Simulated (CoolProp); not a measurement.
Vapour-liquid equilibrium of n-decane (1) + n-dodecane (2) at 0.147 MPa; x and y are mole fractions of (1).

Values from CoolProp's multi-fluid Helmholtz-energy mixture model, Lemmon 2006 and Lemmon 2004; pair parameters Bell 2016.

| x | bubble temperature, mixture model (°C) | bubble temperature, Raoult's law (°C) | y, mixture model | y, Raoult's law |
|---|---|---|---|---|
| 0.05 | 229.6 | 229.3 | 0.104 | 0.117 |
| 0.2 | 221.2 | 220.4 | 0.367 | 0.393 |
| 0.35 | 213.6 | 212.8 | 0.566 | 0.588 |
| 0.5 | 206.8 | 206.2 | 0.714 | 0.730 |
| 0.65 | 200.8 | 200.5 | 0.826 | 0.837 |
| 0.8 | 195.5 | 195.3 | 0.912 | 0.919 |
| 0.95 | 190.8 | 190.8 | 0.980 | 0.982 |

The largest gap from Raoult's law is +0.8 K in bubble temperature, at x = 0.2. No azeotrope shows between x = 0.05 and 0.95.

The pair parameters rest on a limited set of measurements; away from them the model extrapolates.
